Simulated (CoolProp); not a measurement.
Computed with CoolProp (reference Helmholtz-energy equation of state, Span 1996).

Question: For carbon dioxide, give the phase and the speed of sound (m/s), Joule-Thomson coefficient (K/MPa), isothermal compressibility (1/MPa), viscosity (µPa s) at 280.2 K and 17000 kPa; 280.2 K and 19900 kPa.

Answer: 
- 280.2 K and 17000 kPa: liquid; speed of sound 671, Joule-Thomson coefficient 0.126, isothermal compressibility 0.00506, viscosity 116
- 280.2 K and 19900 kPa: liquid; speed of sound 699, Joule-Thomson coefficient 0.0786, isothermal compressibility 0.00447, viscosity 121

Viscosity comes from a separate model (Laesecke 2017).
